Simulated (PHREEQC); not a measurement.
Make-up at 25 °C: 0.2 mol/kgw TMAH, 0.00016 mol/kgw K2SiO3 and 0.057 mol/kgw Na2CO3. Closed to the air; pH follows from the charge balance.

Model: ion-association model, wateq4f.dat, run in PHREEQC.

```json
[
 {"quantity": "pH", "before": "13.13", "after": "12.46"},
 {"quantity": "ionic strength (mol/kgw)", "before": "0.335", "after": "0.170"},
 {"quantity": "Na+ (mol/kgw)", "before": "0.0958", "after": "0.0935"},
 {"quantity": "NaCO3- (mol/kgw)", "before": "0.0182", "after": "0.0205"},
 {"quantity": "SI of Natron (Na2CO3:10H2O)", "before": "-3.05", "after": "-2.94"},
 {"quantity": "SI of Nahcolite (NaHCO3)", "before": "-5.41", "after": "-4.66"}
]
```

Question: What was changed between the two runs?
A) TMAH replaced by (CH3)4NCl at the same molality
B) diluted 2-fold with water
C) K2SiO3 left out
D) TMAH left out
E) TMAH from 0.2 to 0.04 mol/kgw

Answer: E, TMAH from 0.2 to 0.04 mol/kgw

This is a speciation only: nothing precipitates in the calculation. (CH3)4N+ isn't in the database: it is added as a free cation with an ion size of 4 Å.
